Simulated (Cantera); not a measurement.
**Hydrocarbon pyrolysis for carbon deposition**

An isothermal, constant-pressure homogeneous reactor starts with 22.7 % C2H4, 77.3 % H2, at 1850 K and 203 Torr.

Detailed kinetics in Cantera: GRI-Mech 3.0 (53 species, 325 reactions). GRI-Mech 3.0 was tuned for natural gas; its chemistry of ethylene as a main component is partial and can be far from experiment. GRI-Mech 3.0 stops at C3 and has no aromatics, soot or wall deposition, so with more carbon than oxygen in the feed, carbon stays in small species such as C2H2 where larger ones or solid carbon would form.

```tsv
t (s)	x C2H4	x H2	x CH3	x C2H	x CH4	x H	x C2H6
3.00e-6	0.227	0.773	1.59e-9	1.75e-11	9.76e-10	2.62e-6	1.49e-8
1.44e-5	0.224	0.773	2.92e-8	4.20e-10	8.02e-8	1.26e-5	1.72e-7
6.95e-5	0.211	0.776	3.14e-7	1.06e-8	4.41e-6	5.80e-5	1.73e-6
0.000334	0.139	0.789	1.08e-6	1.42e-7	9.03e-5	0.000144	3.88e-6
0.00161	0.0133	0.812	2.11e-6	6.08e-7	0.000300	0.000264	6.08e-7
0.00775	0.000670	0.814	9.49e-6	2.30e-6	0.000406	0.000945	5.61e-8
0.0373	0.000670	0.813	2.07e-5	2.30e-6	0.000886	0.000946	6.10e-8
0.179	0.000668	0.812	5.93e-5	2.29e-6	0.00255	0.000943	1.06e-7
0.863	0.000667	0.811	7.90e-5	2.29e-6	0.00340	0.000941	1.46e-7
4.16	0.000667	0.811	7.90e-5	2.29e-6	0.00340	0.000941	1.47e-7
20.0	0.000667	0.811	7.90e-5	2.29e-6	0.00340	0.000941	1.47e-7
```
x: mole fraction; the columns are a selection and need not sum to one.

Equilibrium at this temperature and pressure: C2H4 0.000667, H2 0.811, CH3 7.90e-5, C2H 2.29e-6, CH4 0.00340, H 0.000941, C2H6 1.47e-7 (gas phase only).
